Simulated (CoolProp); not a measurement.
The fluid at 254.83 K and 0.15 MPa (stagnation) flows isentropically through a choked orifice. The same conditions are run with several fluids, on thermodynamics alone (safety and materials aside).

The numbers come from the reference Helmholtz-energy equation of state of each fluid (R143a: Lemmon and Jacobsen 2000; sulfur hexafluoride: Guder 2009; nitrogen: Span 2000; hydrogen sulfide: Lemmon 2006; R507A: Lemmon 2003) in CoolProp. Blends and air are pseudo-pure fits.

```
fluid                throat to inlet pressure ratio  mass flux (kg/(m² s))  throat temperature (K)
-------------------  ------------------------------  ---------------------  ----------------------
R143a                                         0.579                    611                   237.8
sulfur hexafluoride                               ?                    793                   241.1
nitrogen                                      0.528                    374                       ?
hydrogen sulfide                              0.541                      ?                   218.7
R507A                                             ?                    660                   239.3
```

Question: Complete the blanks.

Answer: 
- sulfur hexafluoride, throat to inlet pressure ratio: 0.584
- nitrogen, throat temperature (K): 212.3
- hydrogen sulfide, mass flux (kg/(m² s)): 408
- R507A, throat to inlet pressure ratio: 0.582
